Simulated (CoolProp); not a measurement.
Vapour-liquid equilibrium of n-hexane (1) + ethylbenzene (2) at 0.0605 MPa; x and y are mole fractions of (1).

Values from CoolProp's multi-fluid Helmholtz-energy mixture model, Thol 2019 and Zhou 2012; pair parameters Bell 2016.

Give the bubble temperature and the first vapour's composition at x = 0.275, 0.5, 0.95. Is there an azeotrope?

x = 0.275: 354.0 K, y = 0.779; x = 0.5: 341.7 K, y = 0.899; x = 0.95: 327.6 K, y = 0.993. No azeotrope shows between x = 0.05 and 0.95.

The pair parameters rest on a limited set of measurements; away from them the model extrapolates.
